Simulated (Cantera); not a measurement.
Feed: 1 mol Ta, 0.67 mol O2, 160 mol H2, held at 0.200 Pa.

Cantera equilibrium calculation (NASA polynomials, part measured and part estimated; ideal gas, pure solids and liquids). Candidate condensed phases: H2O, Ta, Ta2O5; 12 gas species. Mutual solubility and eutectic melting of coexisting phases are not modelled. Condensed phases not in the tables: N, O or C dissolved in the metal. Equilibrium is a limit: real reactors are often held back by kinetics, nucleation or transport. All values below are at 1525 K.

Base state: H2 0.983, H 0.0166, H2O 0.000113 (mole fractions); condensed: Ta(s) + Ta2O5(s).

**Question.** What changes in the equilibrium state with this change: pressure from 0.200 Pa to 44.0 Pa?

**Answer.** 
```csv
species,before,after
H2,0.983,0.999
H,0.0166,0.00113
H2O,0.000113,0.000114
"Ta(s), mol",0.471,0.471
"Ta2O5(s), mol",0.264,0.264
```

**Question.** What changes in the equilibrium state with this change: pressure from 0.200 Pa to 3.00 mbar?

**Answer.** 
```json
[
 {"species": "H2", "before": "0.983", "after": "0.999"},
 {"species": "H", "before": "0.0166", "after": "0.000432"},
 {"species": "H2O", "before": "0.000113", "after": "0.000114"},
 {"species": "Ta(s), mol", "before": "0.471", "after": "0.471"},
 {"species": "Ta2O5(s), mol", "before": "0.264", "after": "0.264"}
]
```
